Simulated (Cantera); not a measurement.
Feed: 1 mol CO, 0.018 mol O₂, 6.1 mol H₂, equilibrated at 278 Torr.

Cantera equilibrium calculation (NASA polynomials, part measured and part estimated; ideal gas, pure solids and liquids). Candidate condensed phases: C, C₆H₆, C₇H₈, C₈H₁₈, H₂O; 110 gas species. Equilibrium is a limit: real reactors are often held back by kinetics, nucleation or transport. All values below are at 552 °C.

Base state: H₂ 0.702, CH₄ 0.131, H₂O 0.120, CO 0.0290, CO₂ 0.0177 (mole fractions); condensed: gas only.

**Question.** What changes in the equilibrium state with this change: CO replaced by C₂H₆?

**Answer.** 
| species | before | after |
|---|---|---|
| H₂ | 0.702 | 0.788 |
| CH₄ | 0.131 | 0.208 |
| H₂O | 0.120 | 0.00373 |
| CO₂ | 0.0177 | 1.71e-5 |
| CO | 0.0290 | 0.00101 |
| C(graphite), mol | 0 | 0.426 |
